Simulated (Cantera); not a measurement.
Feed: 1 mol Si, 1.9 mol HCl, 0.57 mol H2, at 1023 K and 0.230 bar.

Method: chemical equilibrium by Gibbs-energy minimisation in Cantera with the NASA 1993 tables (ideal gas, pure condensed phases). Candidate condensed phases: Si; 19 gas species. The tables' values for SiCl3 are old estimates; treat these amounts as uncertain. Equilibrium is a limit: real reactors are often held back by kinetics, nucleation or transport.

Base state: H2 0.728, SiCl4 0.190, SiHCl3 0.0552, HCl 0.0212, SiCl3 0.00313, SiH2Cl2 0.00178, SiCl2 0.00109, SiH3Cl 1.48e-5 (mole fractions); condensed: Si(s).

Question: What changes in the equilibrium state with this change: Si replaced by SiCl4?

Answer: 
```
species      before     after
----------  -------  --------
HCl          0.0212     0.548
SiCl4         0.190     0.287
H2            0.728     0.163
SiHCl3       0.0552  0.000725
SiH3Cl      1.48e-5     <1e-9
SiH2Cl2     0.00178   2.03e-7
SiCl2       0.00109   5.54e-7
SiCl3       0.00313   8.68e-5
Si(s), mol    0.504         0
```
